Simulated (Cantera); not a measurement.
Feed: 1 mol CsCl, 0.22 mol H2O, 0.39 mol N2, 0.71 mol H2, equilibrated at 75.0 Torr.

Method: chemical equilibrium by Gibbs-energy minimisation in Cantera with the NASA 1993 tables (ideal gas, pure condensed phases). Candidate condensed phases: Cs, CsCl, CsOH, H2O, NH4Cl; 37 gas species. Kinetics and transport are ignored.

Problem. What share of the Cs ends up in condensed phases as a function of T (K), at 1098, 1173, 1248, 1323, 1398, 1473, 1548?

Solution. 
```
T (K)  Cs condensed (%)       as
-----  ----------------  -------
1098               88.8  CsCl(l)
1173               61.7  CsCl(l)
1248                0.0        -
1323                0.0        -
1398                0.0        -
1473                0.0        -
1548                0.0        -
```
